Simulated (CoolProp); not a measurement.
CF4 (R14) along the isobar 10.1 MPa: Z from the reference equation and from simpler models built on Tc = 227.4 K, pc = 3.762 MPa, ω = 0.178; each cubic takes its own stable root.

Values from CoolProp's reference Helmholtz-energy equation of state, Platzer 1990. This equation is an older, rougher fit; its heat capacities, sound speeds and derivatives of the liquid may be far off and weren't checked against measurements.

```
T (K)          phase  reference  van der Waals  Redlich-Kwong  Soave-Redlich-Kwong  Peng-Robinson
-----  -------------  ---------  -------------  -------------  -------------------  -------------
161.2         liquid     0.4254         0.6184         0.4383               0.4305         0.3822
191.4         liquid     0.3996         0.5652         0.4171               0.4095         0.3639
221.6         liquid     0.4020         0.5420         0.4273               0.4249         0.3806
251.8  supercritical     0.4604         0.5492         0.4846               0.5048         0.4627
282    supercritical     0.6153         0.5960         0.6038               0.6612         0.6199
312.2  supercritical     0.7543         0.6775         0.7239               0.7925         0.7506
342.4  supercritical     0.8431         0.7574         0.8078               0.8770         0.8365
372.6  supercritical     0.9021         0.8183         0.8647               0.9322         0.8942
```
